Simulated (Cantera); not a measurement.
Cantera run, input and output.

```python
import numpy as np
import cantera as ct

gas = ct.Solution("gri30.yaml")
gas.TPX = 1000, 260000, {'CO': 1, 'H2': 0.28, 'CH4': 0.062, 'O2': 0.318, 'N2': 1.2, 'H2O': 0.11}
reactor = ct.IdealGasConstPressureReactor(gas, energy="on", clone=False)
net = ct.ReactorNet([reactor])
net.rtol, net.atol = 1e-08, 1e-16
show = ['CO', 'H2', 'CH4', 'CH3', 'C2H', 'O2']
times = np.geomspace(6e-06, 10, 13)

steps = ct.SolutionArray(gas, extra=["t"])
rows = []
print(f"{'t/s':>10s}{'T/K':>9s}{'P/Pa':>11s}" + "".join(f"{s:>11s}" for s in show))
for t in times:
    while net.time < t:
        t_next = net.step()
        steps.append(gas.state, t=t_next)
    rows.append([np.interp(t, steps.t, y) for y in (steps.T, steps.P, *steps(*show).X.T)])
    print(f"{t:10.3e}{rows[-1][0]:9.1f}{rows[-1][1]:11.4g}" + "".join(f"{x:11.3e}" for x in rows[-1][2:]))
rate = np.gradient(steps.T, steps.t)
print("integrator steps:", len(steps.t))
if steps.T.max() > steps.T[0] + 200:
    print(f"time of steepest temperature rise: {steps.t[rate.argmax()]:.4e} s")
gas.TPX = 1000, 260000, {'CO': 1, 'H2': 0.28, 'CH4': 0.062, 'O2': 0.318, 'N2': 1.2, 'H2O': 0.11}
gas.equilibrate("HP")
print(f"equilibrium (HP): T = {gas.T:.1f} K  " + "  ".join(f"{s} {gas[s].X[0]:.3e}" for s in show))
```

It prints:

```
       t/s      T/K       P/Pa         CO         H2        CH4        CH3        C2H         O2
 6.000e-06   1000.0    2.6e+05  3.367e-01  9.428e-02  2.088e-02  3.623e-10  2.616e-36  1.071e-01
 1.980e-05   1000.0    2.6e+05  3.367e-01  9.428e-02  2.088e-02  1.476e-09  5.751e-35  1.071e-01
 6.533e-05   1000.0    2.6e+05  3.367e-01  9.428e-02  2.088e-02  4.550e-09  1.264e-33  1.071e-01
 2.156e-04   1000.0    2.6e+05  3.367e-01  9.428e-02  2.088e-02  1.815e-08  5.834e-32  1.071e-01
 7.114e-04   1000.1    2.6e+05  3.367e-01  9.427e-02  2.088e-02  3.464e-07  1.142e-27  1.071e-01
 2.347e-03   1056.6    2.6e+05  3.350e-01  9.160e-02  1.982e-02  1.991e-05  8.495e-17  1.030e-01
 7.746e-03   2386.9    2.6e+05  2.679e-01  5.244e-02  1.057e-11  7.895e-12  5.907e-17  2.723e-05
 2.556e-02   2386.4    2.6e+05  2.679e-01  5.246e-02  1.063e-11  7.922e-12  5.913e-17  2.706e-05
 8.434e-02   2386.2    2.6e+05  2.680e-01  5.248e-02  1.066e-11  7.938e-12  5.919e-17  2.698e-05
 2.783e-01   2386.2    2.6e+05  2.680e-01  5.248e-02  1.066e-11  7.939e-12  5.919e-17  2.697e-05
 9.184e-01   2386.2    2.6e+05  2.680e-01  5.248e-02  1.066e-11  7.939e-12  5.919e-17  2.697e-05
 3.030e+00   2386.2    2.6e+05  2.680e-01  5.248e-02  1.066e-11  7.939e-12  5.919e-17  2.697e-05
 1.000e+01   2386.2    2.6e+05  2.680e-01  5.248e-02  1.066e-11  7.939e-12  5.919e-17  2.697e-05
integrator steps: 2155
time of steepest temperature rise: 2.7694e-03 s
equilibrium (HP): T = 2386.2 K  CO 2.680e-01  H2 5.248e-02  CH4 1.174e-11  CH3 8.739e-12  C2H 6.318e-17  O2 2.697e-05
```

Detailed kinetics in Cantera: GRI-Mech 3.0 (53 species, 325 reactions).
